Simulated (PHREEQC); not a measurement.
1 kg of water holding 0.037 mol SrCl2, 0.14 mol CaCl2, 0.074 mol NaCl, 0.042 mol MgCl2 and 0.51 mol KCl is evaporated at 25 °C; the solids stay in contact with the brine. No CO2 enters from the air. Only these solids could form: Bischofite, Brucite, Carnallite, Halite, Portlandite, Sylvite, MgCl2_4H2O.

The series has 17 steps of water left (kg), from 1 to 0.04335.

Equilibrium calculation in PHREEQC: Pitzer model, pitzer.dat.

### Question
Which solids form, in which order, and at which step of the series does each first stand?

### Answer
Sylvite from water left = 0.1711 kg; Halite from water left = 0.06418 kg.
